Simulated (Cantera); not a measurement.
## Ammonia decomposition in nitride growth gas

An isothermal, constant-pressure homogeneous reactor starts with 6.67 % NH₃, 93.3 % N₂, at 2400 K and 0.0310 bar.

Detailed kinetics in Cantera: the gas-phase N/H chemistry of the illustrative SiF4/NH3 mechanism in the Surface Chemkin manual (1991). Walls and surfaces, which speed up NH3 decomposition in real reactors, are not modelled.

```json
[
 {"t (s)": "4.00e-5", "x NH₃": "0.0666", "x NH₂": "5.67e-5", "x N": "6.41e-11", "x NH": "4.50e-8", "x N₂": "0.933", "x N₂H₂": "5.90e-10", "x N₂H₄": "3.09e-12"},
 {"t (s)": "0.000206", "x NH₃": "0.0663", "x NH₂": "0.000322", "x N": "1.39e-8", "x NH": "1.78e-6", "x N₂": "0.933", "x N₂H₂": "3.02e-8", "x N₂H₄": "1.01e-10"},
 {"t (s)": "0.00106", "x NH₃": "0.0648", "x NH₂": "0.00145", "x N": "5.94e-7", "x NH": "2.72e-5", "x N₂": "0.932", "x N₂H₂": "1.14e-6", "x N₂H₄": "2.07e-9"},
 {"t (s)": "0.00543", "x NH₃": "0.0543", "x NH₂": "0.00145", "x N": "7.42e-6", "x NH": "7.10e-5", "x N₂": "0.928", "x N₂H₂": "2.28e-6", "x N₂H₄": "2.05e-9"},
 {"t (s)": "0.0279", "x NH₃": "0.0227", "x NH₂": "0.000568", "x N": "1.48e-5", "x NH": "6.28e-5", "x N₂": "0.915", "x N₂H₂": "7.00e-7", "x N₂H₄": "3.17e-10"},
 {"t (s)": "0.143", "x NH₃": "0.000537", "x NH₂": "3.47e-5", "x N": "9.65e-6", "x NH": "1.32e-5", "x N₂": "0.906", "x N₂H₂": "8.11e-9", "x N₂H₄": "1.18e-12"},
 {"t (s)": "0.737", "x NH₃": "1.82e-7", "x NH₂": "7.39e-8", "x N": "8.33e-7", "x NH": "1.80e-7", "x N₂": "0.901", "x N₂H₂": "<1e-12", "x N₂H₄": "<1e-12"},
 {"t (s)": "3.79", "x NH₃": "7.61e-9", "x NH₂": "7.75e-9", "x N": "5.51e-7", "x NH": "4.75e-8", "x N₂": "0.895", "x N₂H₂": "<1e-12", "x N₂H₄": "<1e-12"},
 {"t (s)": "19.5", "x NH₃": "7.68e-9", "x NH₂": "8.00e-9", "x N": "5.96e-7", "x NH": "5.02e-8", "x N₂": "0.895", "x N₂H₂": "<1e-12", "x N₂H₄": "<1e-12"},
 {"t (s)": "100", "x NH₃": "7.68e-9", "x NH₂": "8.00e-9", "x N": "5.96e-7", "x NH": "5.02e-8", "x N₂": "0.895", "x N₂H₂": "<1e-12", "x N₂H₄": "<1e-12"}
]
```
x: mole fraction; the columns are a selection and need not sum to one.

Equilibrium at this temperature and pressure: NH₃ 7.68e-9, NH₂ 8.00e-9, N 5.96e-7, NH 5.02e-8, N₂ 0.895, N₂H₂ <1e-12, N₂H₄ <1e-12 (gas phase only).
